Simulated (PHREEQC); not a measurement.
## Acid rinse or clean: an equilibrium model

Dissolve 0.037 mol H2SO4, 0.0047 mol FeCl3 and 0.00011 mol KCl per kg of water at 25 °C. Closed to the air; pH follows from the charge balance.

Model: ion-association model, wateq4f.dat, run in PHREEQC.

No solid was allowed to form.

Task: What pH, ionic strength does the model give?

Result: pH 1.37; ionic strength 0.0687 mol/kgw.

Task: In which forms is S present?

Result: HSO4- 60 %, SO4-2 27 %, FeSO4+ 8.9 %, FeHSO4+2 2.0 %, Fe(SO4)2- 1.7 % of the S.

The solution is supersaturated, for example in Hematite (slow to form), Goethite (slow to form), so a real one may precipitate; this is no full list.
